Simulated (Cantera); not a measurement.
What does this Cantera script print?

```python
import numpy as np
import cantera as ct

gas_names = [...]  # 123 gases of nasa_gas.yaml made of C, H, O, Si
cond_names = """
    C(gr) C6H6(L) C7H8(L) C8H18(L),n-octa H2O(s) H2O(L) Si(cr) Si(L) SiC(b) SiO2(Lqz) SiO2(hqz) SiO2(L)
""".split()


# ... load() reads the species with a 1 bar reference pressure and builds the phases ...
atoms = {
    'TEOS': {'Si': 1, 'C': 8, 'H': 20, 'O': 4},
    'CO2': {'C': 1, 'O': 2},
}
top_T = {'C(gr)': 4500, 'SiC(b)': 3050}  # K; cautious upper limits of use, not melting points


# ... equilibrate(T, P, feed) seeds the gas with the atoms and calls Mixture.equilibrate('TP', solver="vcs", rtol=1e-11, max_steps=5000) ...
results = []
feed = {'TEOS': 1, 'CO2': 24}  # mol
P = 94000  # Pa
for T in [525, 675, 825, 975, 1125, 1275, 1425, 1575, 1725, 1875, 2025]:
    mix = equilibrate(T, P, feed)
    results.append((T, P, feed, dict(zip(mix.species_names, mix.species_moles))))
    x = sorted(zip(gas.X, gas.species_names), reverse=True)
    print(f"T = {T:g} K  P = {P:g} Pa  gas = {mix.phase_moles(0):.4g} mol")
    print("   x: " + "  ".join(f"{s} {v:.3e}" for v, s in x if v > 0.0001))
    print("   condensed (mol): " + ("  ".join(f"{mix.phase(i).name} {mix.phase_moles(i):.4g}"
          for i in range(1, mix.n_phases) if mix.phase_moles(i) > 1e-12) or "none"))
```

Result:

```
T = 525 K  P = 94000 Pa  gas = 30.06 mol
   x: CO2 6.795e-01  H2O 3.045e-01  CH4 1.230e-02  H2 3.636e-03
   condensed (mol): C(gr) 11.2  SiO2(Lqz) 1
T = 675 K  P = 94000 Pa  gas = 30.66 mol
   x: CO2 6.829e-01  H2O 2.576e-01  H2 3.500e-02  CH4 1.681e-02  CO 7.739e-03
   condensed (mol): C(gr) 10.31  SiO2(Lqz) 1
T = 825 K  P = 94000 Pa  gas = 33.94 mol
   x: CO2 5.975e-01  H2O 1.596e-01  CO 1.188e-01  H2 1.133e-01  CH4 1.091e-02
   condensed (mol): C(gr) 7.322  SiO2(Lqz) 1
T = 975 K  P = 94000 Pa  gas = 41.9 mol
   x: CO 4.133e-01  CO2 3.492e-01  H2 1.545e-01  H2O 8.167e-02  CH4 1.246e-03
   condensed (mol): SiO2(hqz) 1
T = 1125 K  P = 94000 Pa  gas = 42 mol
   x: CO 4.396e-01  CO2 3.223e-01  H2 1.318e-01  H2O 1.063e-01
   condensed (mol): SiO2(hqz) 1
T = 1275 K  P = 94000 Pa  gas = 42 mol
   x: CO 4.582e-01  CO2 3.037e-01  H2O 1.248e-01  H2 1.132e-01
   condensed (mol): SiO2(hqz) 1
T = 1425 K  P = 94000 Pa  gas = 42 mol
   x: CO 4.721e-01  CO2 2.898e-01  H2O 1.387e-01  H2 9.935e-02
   condensed (mol): SiO2(hqz) 1
T = 1575 K  P = 94000 Pa  gas = 42 mol
   x: CO 4.826e-01  CO2 2.793e-01  H2O 1.492e-01  H2 8.886e-02
   condensed (mol): SiO2(hqz) 1
T = 1725 K  P = 94000 Pa  gas = 42 mol
   x: CO 4.906e-01  CO2 2.713e-01  H2O 1.573e-01  H2 8.080e-02
   condensed (mol): SiO2(L) 1
T = 1875 K  P = 94000 Pa  gas = 42 mol
   x: CO 4.968e-01  CO2 2.650e-01  H2O 1.635e-01  H2 7.449e-02  H 1.845e-04
   condensed (mol): SiO2(L) 0.9998
T = 2025 K  P = 94000 Pa  gas = 42.02 mol
   x: CO 5.016e-01  CO2 2.601e-01  H2O 1.683e-01  H2 6.942e-02  H 5.230e-04  OH 1.325e-04
   condensed (mol): SiO2(L) 0.998
```

Equilibrium computed with Cantera from the NASA thermochemical tables; the gas is ideal and each condensed phase is pure. The feed counts by its element totals alone. The tables hold silica as quartz up to 1696 K and as liquid above; real silica turns to tridymite and cristobalite and melts near 1996 K. Gases not in the tables: Si(OH)4.
